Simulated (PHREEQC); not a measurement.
# Polishing slurry liquid (model solution)

Make-up at 25 °C: 3.7 mmol/kgw KOH and 0.0555 mmol/kgw CO2. Closed to the air; pH follows from the charge balance.

The numbers come from PHREEQC with the Pitzer model, pitzer.dat.

```json
{
  "pH": "11.52",
  "ionic_strength": "0.00375 mol/kgw",
  "specific_conductance": "946 µS/cm",
  "osmotic_coefficient": "0.979",
  "total_alkalinity": "3.70 meq/kg"
}
```

```csv
species,molality,activity,log γ
K+,0.00370,0.00346,-0.029
OH-,0.00359,0.00336,-0.028
CO3-2,5.27e-5,4.01e-5,-0.118
HCO3-,2.82e-6,2.64e-6,-0.029
```

This is a speciation only: nothing precipitates in the calculation. Species that the database lacks are ignored.
